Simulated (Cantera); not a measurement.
A freely propagating, adiabatic, planar premixed flame of 8.11 % CH₄, 19.3 % O₂, 72.6 % N₂, equivalence ratio 0.84, unburnt at 550 K and 1.00 atm; mixture-averaged transport, grid criteria slope 0.08 and curve 0.16, no radiation.

Computed with Cantera and GRI-Mech 3.0 (53 species, 325 reactions). Burning velocities carry a grid error of a few per cent, more on coarse grids.

### Question
Predict: laminar burning velocity; thermal thickness; peak x(CH₂CO); peak x(OH); peak x(H₂).

### Answer
- laminar burning velocity: 95.4 cm/s
- thermal thickness: 0.368 mm
- peak x(CH₂CO): 8.54e-5
- peak x(OH): 0.00899
- peak x(H₂): 0.0142
